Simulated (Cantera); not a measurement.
A perfectly stirred reactor is fed with 5.17 % C₃H₈, 19.9 % O₂, 74.9 % N₂, at 1.00 atm; it is adiabatic with a 400 K inlet, and is followed from long to short residence time, starting on the burning branch (τ in s: 0.091, 0.029, 0.0095, 0.0031, 0.00099, 0.00032, 0.0001, 3.3e-05, 1.1e-05).

Computed with Cantera and GRI-Mech 3.0 (53 species, 325 reactions). GRI-Mech 3.0 was tuned for natural gas; its chemistry of propane as a main component is partial and can be far from experiment.

Predict: blow-out, bracketed by the residence times tried; x(C₃H₈) at τ = 91.0 ms; x(O₂) at τ = 91.0 ms; x(CH₂) at τ = 91.0 ms; x(CH₃) at τ = 91.0 ms; x(O) at τ = 91.0 ms; x(C₃H₈) at τ = 0.990 ms; x(O₂) at τ = 0.990 ms; x(CH₂) at τ = 0.990 ms; x(CH₃) at τ = 0.990 ms; x(O) at τ = 0.990 ms.


```
Quantity                                                                       Result
------------------------------------------------  -----------------------------------
blow-out, bracketed by the residence times tried  burning at 0.100 ms, out at 33.0 µs
x(C₃H₈) at τ = 91.0 ms                                                        2.48e-7
x(O₂) at τ = 91.0 ms                                                         0.000185
x(CH₂) at τ = 91.0 ms                                                         3.96e-7
x(CH₃) at τ = 91.0 ms                                                         6.09e-6
x(O) at τ = 91.0 ms                                                           6.93e-5
x(C₃H₈) at τ = 0.990 ms                                                       1.02e-5
x(O₂) at τ = 0.990 ms                                                         0.00272
x(CH₂) at τ = 0.990 ms                                                        8.35e-6
x(CH₃) at τ = 0.990 ms                                                        9.65e-5
x(O) at τ = 0.990 ms                                                         0.000749
```
